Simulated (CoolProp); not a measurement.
Properties of carbon dioxide along the isobar 0.77 MPa (Tc = 304.1 K, pc = 7.377 MPa, ω = 0.224).

The numbers come from the reference Helmholtz-energy equation of state, Span 1996 in CoolProp.

```json
[
 {"T (K)": "272.7", "phase": "gas", "Z": "0.9465", "speed of sound (m/s)": "250.9"},
 {"T (K)": "304.7", "phase": "gas", "Z": "0.9636", "speed of sound (m/s)": "266.4"},
 {"T (K)": "336.7", "phase": "gas", "Z": "0.9742", "speed of sound (m/s)": "280.4"},
 {"T (K)": "368.7", "phase": "gas", "Z": "0.9812", "speed of sound (m/s)": "293.4"},
 {"T (K)": "400.7", "phase": "gas", "Z": "0.9861", "speed of sound (m/s)": "305.6"},
 {"T (K)": "432.7", "phase": "gas", "Z": "0.9896", "speed of sound (m/s)": "317.2"},
 {"T (K)": "464.7", "phase": "gas", "Z": "0.9922", "speed of sound (m/s)": "328.3"},
 {"T (K)": "496.7", "phase": "gas", "Z": "0.9942", "speed of sound (m/s)": "338.9"},
 {"T (K)": "528.7", "phase": "gas", "Z": "0.9957", "speed of sound (m/s)": "349.2"},
 {"T (K)": "560.6", "phase": "gas", "Z": "0.9969", "speed of sound (m/s)": "359.1"},
 {"T (K)": "592.6", "phase": "gas", "Z": "0.9978", "speed of sound (m/s)": "368.7"}
]
```
